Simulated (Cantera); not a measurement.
A closed system holds: 1 mol Fe, 9.7 mol CO, 170 mol H2, at 93000 Pa.

These are equilibrium values from Cantera (NASA tables, ideal gas, pure condensed phases), not measurements of a reactor. Candidate condensed phases: C, C6H6, C7H8, C8H18, Fe, Fe(CO)5, FeO, Fe(OH)2, Fe(OH)3, Fe2O3, Fe3O4, H2O; 114 gas species. Kinetics and transport are ignored.

x: gas mole fraction; n: condensed amount in mol.

```json
[
 {"T (°C)": "500", "x H2": "0.879", "x CH4": "0.0604", "x H2O": "0.0604", "x CO": "6.15e-5", "x H": "<1e-12", "n Fe(α)": "1.00", "n Fe(γ)": "0", "n Fe(δ)": "0", "n Fe(l)": "0"},
 {"T (°C)": "600", "x H2": "0.884", "x CH4": "0.0568", "x H2O": "0.0563", "x CO": "…", "x H": "…", "n Fe(α)": "1.00", "n Fe(γ)": "0", "n Fe(δ)": "0", "n Fe(l)": "0"},
 {"T (°C)": "700", "x H2": "0.909", "x CH4": "0.0344", "x H2O": "0.0331", "x CO": "0.0220", "x H": "1.07e-9", "n Fe(α)": "1.00", "n Fe(γ)": "0", "n Fe(δ)": "0", "n Fe(l)": "0"},
 {"T (°C)": "800", "x H2": "0.932", "x CH4": "0.0135", "x H2O": "0.0128", "x CO": "0.0414", "x H": "1.40e-8", "n Fe(α)": "1.00", "n Fe(γ)": "0", "n Fe(δ)": "0", "n Fe(l)": "0"},
 {"T (°C)": "900", "x H2": "0.941", "x CH4": "0.00505", "x H2O": "0.00485", "x CO": "0.0493", "x H": "1.19e-7", "n Fe(α)": "1.00", "n Fe(γ)": "0", "n Fe(δ)": "0", "n Fe(l)": "0"},
 {"T (°C)": "1000", "x H2": "0.944", "x CH4": "0.00209", "x H2O": "0.00202", "x CO": "0.0520", "x H": "7.18e-7", "n Fe(α)": "0", "n Fe(γ)": "1.00", "n Fe(δ)": "0", "n Fe(l)": "0"},
 {"T (°C)": "1100", "x H2": "0.945", "x CH4": "…", "x H2O": "…", "x CO": "0.0531", "x H": "…", "n Fe(α)": "0", "n Fe(γ)": "1.000", "n Fe(δ)": "0", "n Fe(l)": "0"},
 {"T (°C)": "1200", "x H2": "0.945", "x CH4": "0.000496", "x H2O": "0.000485", "x CO": "0.0535", "x H": "1.28e-5", "n Fe(α)": "0", "n Fe(γ)": "1.000", "n Fe(δ)": "0", "n Fe(l)": "0"},
 {"T (°C)": "1300", "x H2": "0.946", "x CH4": "0.000276", "x H2O": "0.000272", "x CO": "0.0537", "x H": "4.10e-5", "n Fe(α)": "0", "n Fe(γ)": "1.000", "n Fe(δ)": "0", "n Fe(l)": "0"},
 {"T (°C)": "1400", "x H2": "0.946", "x CH4": "0.000164", "x H2O": "0.000164", "x CO": "0.0538", "x H": "0.000115", "n Fe(α)": "0", "n Fe(γ)": "0", "n Fe(δ)": "0.999", "n Fe(l)": "0"},
 {"T (°C)": "1500", "x H2": "0.946", "x CH4": "0.000102", "x H2O": "0.000107", "x CO": "0.0539", "x H": "0.000287", "n Fe(α)": "0", "n Fe(γ)": "0", "n Fe(δ)": "0.996", "n Fe(l)": "0"},
 {"T (°C)": "1600", "x H2": "0.945", "x CH4": "6.49e-5", "x H2O": "7.45e-5", "x CO": "0.0539", "x H": "0.000651", "n Fe(α)": "0", "n Fe(γ)": "0", "n Fe(δ)": "0", "n Fe(l)": "0.985"},
 {"T (°C)": "1700", "x H2": "0.944", "x CH4": "4.14e-5", "x H2O": "5.65e-5", "x CO": "0.0539", "x H": "0.00136", "n Fe(α)": "0", "n Fe(γ)": "0", "n Fe(δ)": "0", "n Fe(l)": "0.948"}
]
```

**Question.** Fill in the missing entries.

**Answer.** 
- 1100, x CH4: 0.000968
- 1100, x H2O: 0.000943
- 1100, x H: 3.36e-6
- 600, x CO: 0.00281
- 600, x H: 4.56e-11
